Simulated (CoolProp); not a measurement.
Vapour-liquid equilibrium of ethanol (1) + toluene (2) at 395.1 K; x and y are mole fractions of (1).

Model: multi-fluid Helmholtz-energy mixture model, Schroeder 2014 and Lemmon 2006; pair parameters Bell 2016, in CoolProp.

```
x     bubble pressure, mixture model (kPa)  bubble pressure, Raoult's law (kPa)  y, mixture model  y, Raoult's law
----  ------------------------------------  -----------------------------------  ----------------  ---------------
0.05                                 208.5                                154.1             0.351            0.147
0.2                                  330.4                                201.3             0.622            0.450
0.35                                 382.2                                248.6             0.697            0.638
0.5                                  408.8                                295.8             0.738            0.766
0.65                                 428.4                                343.0             0.781            0.859
0.8                                  444.9                                390.2             0.845            0.929
0.95                                 453.5                                437.4             0.951            0.984
```

The largest gap from Raoult's law is +64.1 % in bubble pressure, at x = 0.2. No azeotrope shows between x = 0.05 and 0.95.

Pair parameters are fitted to limited data, so mixtures are less certain than the pure fluids. With so large a gap from Raoult's law the liquid may split in two, which this calculation doesn't test in full.
